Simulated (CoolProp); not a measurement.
Aqueous sodium chloride as a coolant, at 36 °C, 1 atm.

The numbers come from the Melinder's fits for secondary coolants in CoolProp.

```json
[
 {"mass %": "4.9", "freezing point (°C)": "-3.0", "density (kg/m³)": "…", "Prandtl number": "4.93", "conductivity (W/(m K))": "0.619", "viscosity (mPa s)": "…"},
 {"mass %": "7", "freezing point (°C)": "-4.4", "density (kg/m³)": "1043", "Prandtl number": "5.05", "conductivity (W/(m K))": "0.617", "viscosity (mPa s)": "0.807"},
 {"mass %": "9", "freezing point (°C)": "…", "density (kg/m³)": "1057", "Prandtl number": "…", "conductivity (W/(m K))": "…", "viscosity (mPa s)": "0.841"},
 {"mass %": "11", "freezing point (°C)": "-7.3", "density (kg/m³)": "1071", "Prandtl number": "5.31", "conductivity (W/(m K))": "0.613", "viscosity (mPa s)": "0.878"},
 {"mass %": "13", "freezing point (°C)": "-9.0", "density (kg/m³)": "1086", "Prandtl number": "5.47", "conductivity (W/(m K))": "…", "viscosity (mPa s)": "0.919"},
 {"mass %": "15.1", "freezing point (°C)": "-11.0", "density (kg/m³)": "1102", "Prandtl number": "5.66", "conductivity (W/(m K))": "0.609", "viscosity (mPa s)": "0.967"},
 {"mass %": "17.1", "freezing point (°C)": "-13.1", "density (kg/m³)": "1117", "Prandtl number": "…", "conductivity (W/(m K))": "…", "viscosity (mPa s)": "1.02"},
 {"mass %": "19.1", "freezing point (°C)": "-15.4", "density (kg/m³)": "1133", "Prandtl number": "6.17", "conductivity (W/(m K))": "0.604", "viscosity (mPa s)": "1.08"}
]
```

Question: What belongs in the gaps?

Answer: 
- 4.9, density (kg/m³): 1028
- 4.9, viscosity (mPa s): 0.774
- 9, freezing point (°C): -5.8
- 9, Prandtl number: 5.17
- 9, conductivity (W/(m K)): 0.615
- 13, conductivity (W/(m K)): 0.611
- 17.1, Prandtl number: 5.89
- 17.1, conductivity (W/(m K)): 0.607
